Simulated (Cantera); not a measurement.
Cantera run:

```python
import numpy as np
import cantera as ct

gas_names = """
    N NO NO2 NO3 N2 N2O O O2 O3 Si SiN SiO SiO2 Si2 Si2N Si3
""".split()
cond_names = """
    Si(cr) Si(L) SiO2(Lqz) SiO2(hqz) SiO2(L) Si2N2O(s) Si3N4(a)
""".split()


# ... load() reads the species with a 1 bar reference pressure and builds the phases ...
atoms = {
    'Si3N4': {'Si': 3, 'N': 4},
    'O2': {'O': 2},
    'N2': {'N': 2},
}
top_T = {'Si2N2O(s)': 2100, 'Si3N4(a)': 2400}  # K; cautious upper limits of use, not melting points


# ... equilibrate(T, P, feed) seeds the gas with the atoms and calls Mixture.equilibrate('TP', solver="vcs", rtol=1e-11, max_steps=5000) ...
results = []
T = 1125  # K
P = 1800  # Pa
for m in [0.015, 0.022, 0.035, 0.053, 0.083, 0.13, 0.2, 0.3, 0.47, 0.72, 1.1]:
    feed = {'Si3N4': 1, 'O2': m, 'N2': 4.4}  # mol
    mix = equilibrate(T, P, feed)
    results.append((T, P, feed, dict(zip(mix.species_names, mix.species_moles))))

top = {s: max(r[3][s] / sum(r[3][g] for g in gas_names) for r in results) for s in gas_names}
cols = sorted((s for s in top if top[s] > 0.0001), key=lambda s: -top[s])[:5]
seen = [c for c in cond_names if any(r[3].get(c, 0) > 1e-12 for r in results)]
print("log10 of partial pressures in bar; condensed amounts in mol")
print(f"{'n(O2)':>10s}" + "".join(f"{s[:9]:>10s}" for s in cols + seen))
for T, P, feed, n in results:
    ng = sum(n[g] for g in gas_names)
    print(f"{feed['O2']:10.4g}" + "".join(f"{np.log10(max(n[s] / ng * P / 1e5, 1e-99)):10.3f}" for s in cols)
          + "".join(f"{n.get(c, 0):10.4g}" for c in seen))
```

It prints:

```
log10 of partial pressures in bar; condensed amounts in mol
     n(O2)        N2 SiO2(hqz) Si2N2O(s)  Si3N4(a)
     0.015    -1.745         0      0.03      0.98
     0.022    -1.745         0     0.044    0.9707
     0.035    -1.745         0      0.07    0.9533
     0.053    -1.745         0     0.106    0.9293
     0.083    -1.745         0     0.166    0.8893
      0.13    -1.745         0      0.26    0.8267
       0.2    -1.745         0       0.4    0.7333
       0.3    -1.745         0       0.6       0.6
      0.47    -1.745         0      0.94    0.3733
      0.72    -1.745         0      1.44      0.04
       1.1    -1.745    0.4667     1.267         0
```

Method: chemical equilibrium by Gibbs-energy minimisation in Cantera with the NASA 1993 tables (ideal gas, pure condensed phases). Mutual solubility and eutectic melting of coexisting phases are not modelled.
